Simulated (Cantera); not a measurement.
A closed system holds: 1 mol SiH4, 0.042 mol CH4, 2.1 mol H2, held at 2323 K and 1.00 Torr.

Equilibrium computed with Cantera from the NASA thermochemical tables; the gas is ideal and each condensed phase is pure. Candidate condensed phases: C, C6H6, C7H8, C8H18, Si, SiC; 87 gas species. Gases not in the tables: Si2H6 and higher silanes. The numbers say what is thermodynamically allowed, not how fast it happens.

Base state: H2 0.602, H 0.231, Si 0.159, Si2C 0.00408, SiH 0.00159, SiC2 0.00139, Si2 0.000596, C2H2 (acetylene) 0.000170 (mole fractions); condensed: gas only.

**Question.** What changes in the equilibrium state with this change: pressure from 1.00 Torr to 750 Torr?

**Answer.** 
| species | before | after |
|---|---|---|
| H2 | 0.602 | 0.987 |
| H | 0.231 | 0.0108 |
| Si | 0.159 | 0.00114 |
| CH4 | 2.39e-8 | 3.05e-5 |
| SiC2 | 0.00139 | 3.99e-6 |
| Si2C | 0.00408 | 9.94e-5 |
| Si2 | 0.000596 | 2.29e-5 |
| SiH2 | 5.76e-5 | 0.000507 |
| Si(l), mol | 0 | 0.950 |
| SiC(s), mol | 0 | 0.0404 |
Mutual solubility and eutectic melting of coexisting phases are not modelled.
